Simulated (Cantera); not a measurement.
## Premixed flame

A freely propagating, adiabatic, planar premixed flame of 6.92 % CH4, 2.56 % C2H6, 0.346 % C3H8, 18.9 % O2, 71.3 % N2, equivalence ratio 1.3, unburnt at 350 K and 225 Torr; multicomponent transport, grid criteria slope 0.08 and curve 0.16, no radiation.

Detailed kinetics in Cantera: GRI-Mech 3.0 (53 species, 325 reactions). Burning velocities carry a grid error of a few per cent, more on coarse grids.

```csv
z (mm),T (K),u (m/s),x CH4,x C2H6,x C3H8,x C2H,x C2H2,x C2H4
-3.66,350,0.531,0.0691,0.0256,0.00346,<1e-8,<1e-8,4.05e-8
-2.44,352,0.535,0.0688,0.0255,0.00344,<1e-8,1.97e-7,1.40e-6
-1.83,361,0.551,0.0682,0.0253,0.00343,<1e-8,1.70e-6,1.27e-5
-1.22,447,0.692,0.0648,0.0246,0.00337,<1e-8,2.93e-5,0.000229
-0.610,950,1.52,0.0462,0.0174,0.00243,<1e-8,0.000394,0.00256
-0.305,1374,2.24,0.0274,0.00715,0.000794,3.00e-8,0.000981,0.00408
0,1738,2.88,0.00829,0.000457,1.62e-5,1.19e-6,0.00156,0.00178
0.305,1906,3.16,0.00102,2.95e-6,<1e-8,1.81e-6,0.000641,0.000135
0.610,1950,3.23,7.61e-5,1.13e-8,<1e-8,4.29e-7,0.000101,3.47e-6
1.22,1968,3.25,4.78e-7,<1e-8,<1e-8,<1e-8,1.88e-6,<1e-8
2.44,1983,3.26,<1e-8,<1e-8,<1e-8,<1e-8,<1e-8,<1e-8
4.88,2003,3.29,<1e-8,<1e-8,<1e-8,<1e-8,<1e-8,<1e-8
9.76,2028,3.33,<1e-8,<1e-8,<1e-8,<1e-8,<1e-8,<1e-8
```
x: mole fraction of selected species; z is measured from the peak of heat release.

```yaml
laminar_burning_velocity: 53.0 cm/s
thermal_thickness: 1.22 mm
peak x(C2H): 2.12e-6
peak x(C2H2): 0.00157
peak x(C2H4): 0.00408
grid_points: 163
```
